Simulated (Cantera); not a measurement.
Cantera run, input and output.

```python
import numpy as np
import cantera as ct

gas = ct.Solution("h2o2.yaml")
gas.TPX = 1025, 100000, {'H2': 1.4, 'O2': 1, 'N2': 11}
inlet = ct.Reservoir(gas, clone=True)

reactor = ct.IdealGasConstPressureReactor(gas, energy="off", clone=False)
exhaust = ct.Reservoir(gas, clone=True)
tau = [12, 2.9, 0.71, 0.17, 0.043, 0.01, 0.0026, 0.00063, 0.00015][0]
for a, b in ((inlet, reactor), (reactor, exhaust)):
    ct.MassFlowController(a, b, mdot=lambda t: reactor.mass / tau)
net = ct.ReactorNet([reactor])
show = ['H2', 'O2', 'H', 'O', 'HO2', 'H2O2', 'H2O']

rows = []
print(f"{'tau/s':>10s}{'T/K':>9s}" + "".join(f"{s:>11s}" for s in show))
for tau in [12, 2.9, 0.71, 0.17, 0.043, 0.01, 0.0026, 0.00063, 0.00015]:
    net.initial_time = 0.0
    net.advance(30 * tau)
    before = gas.X
    net.advance(40 * tau)
    drift = np.max(np.abs(gas.X - before) / (gas.X + 1e-9))
    rows.append([gas.T, *gas[show].X, drift])
    print(f"{tau:10.3e}{gas.T:9.1f}" + "".join(f"{x:11.3e}" for x in gas[show].X))
```

It prints:

```
     tau/s      T/K         H2         O2          H          O        HO2       H2O2        H2O
 1.200e+01   1025.0  6.986e-04  2.396e-02  1.597e-07  3.020e-07  7.990e-06  3.463e-06  1.095e-01
 2.900e+00   1025.0  1.697e-03  2.444e-02  5.992e-07  7.912e-07  1.353e-05  8.867e-06  1.084e-01
 7.100e-01   1025.0  3.558e-03  2.534e-02  2.174e-06  1.970e-06  1.996e-05  1.491e-05  1.065e-01
 1.700e-01   1025.0  5.523e-03  2.629e-02  8.292e-06  5.806e-06  2.495e-05  1.276e-05  1.044e-01
 4.300e-02   1025.0  7.280e-03  2.714e-02  3.108e-05  1.793e-05  2.790e-05  6.436e-06  1.025e-01
 1.000e-02   1025.0  1.098e-02  2.894e-02  1.221e-04  5.226e-05  3.136e-05  3.167e-06  9.853e-02
 2.600e-03   1025.0  1.774e-02  3.226e-02  4.007e-04  1.231e-04  3.550e-05  2.218e-06  9.119e-02
 6.300e-04   1025.0  3.057e-02  3.860e-02  1.231e-03  2.712e-04  4.085e-05  2.030e-06  7.710e-02
 1.500e-04   1025.0  5.230e-02  4.946e-02  3.027e-03  5.135e-04  4.614e-05  1.937e-06  5.303e-02
```

Cantera simulation using the H2/O2 subset of GRI-Mech 3.0, which has no nitrogen chemistry; the numbers are that mechanism's predictions, not measurements. The temperature is held fixed by assumption; the heat of reaction is taken as removed at once.
